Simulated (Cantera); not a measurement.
Input: 1 mol CCl4, 0.96 mol F2, 0.17 mol H2, held at 53.0 mbar.

These are equilibrium values from Cantera (NASA tables, ideal gas, pure condensed phases), not measurements of a reactor. Candidate condensed phases: C, C6H6, C7H8, C8H18; 118 gas species. The tables' values for CCl are old estimates; treat these amounts as uncertain. Kinetics and transport are ignored.

x: gas mole fraction; n: condensed amount in mol.

| T (K) | x Cl | x F | x HF | x CF | x C3 | x C | x H | x CF2 | n C(graphite) |
|---|---|---|---|---|---|---|---|---|---|
| 3073 | 0.669 | 0.218 | 0.0540 | 0.0292 | 0.0126 | 0.00188 | 0.00128 | 0.0107 | 0.500 |
| 3123 | 0.660 | 0.216 | 0.0526 | 0.0320 | 0.0207 | 0.00294 | 0.00181 | 0.00838 | 0.318 |
| 3173 | 0.647 | 0.213 | 0.0507 | 0.0346 | 0.0335 | ___ | ___ | ___ | ___ |
| 3223 | 0.643 | 0.218 | 0.0494 | 0.0334 | 0.0345 | ___ | ___ | ___ | 0 |
| 3273 | 0.640 | 0.222 | 0.0479 | 0.0319 | 0.0344 | 0.00766 | 0.00461 | 0.00340 | 0 |
| 3323 | 0.637 | 0.225 | 0.0461 | 0.0304 | 0.0339 | 0.00976 | 0.00607 | 0.00246 | 0 |
| 3373 | 0.634 | 0.229 | 0.0440 | 0.0288 | 0.0331 | 0.0123 | 0.00787 | 0.00179 | 0 |
| 3423 | 0.630 | 0.232 | 0.0415 | 0.0273 | 0.0321 | 0.0154 | 0.01000 | 0.00131 | 0 |
| 3473 | 0.626 | 0.235 | 0.0387 | 0.0257 | 0.0307 | 0.0190 | 0.0125 | 0.000959 | 0 |
| 3523 | 0.622 | 0.238 | 0.0357 | 0.0242 | 0.0290 | 0.0232 | 0.0152 | 0.000706 | 0 |

### Question
Fill in the missing entries.

### Answer

- 3173, x C: 0.00453
- 3173, x H: 0.00254
- 3173, x CF2: 0.00651
- 3173, n C(graphite): 0.0191
- 3223, x C: 0.00595
- 3223, x H: 0.00345
- 3223, x CF2: 0.00471
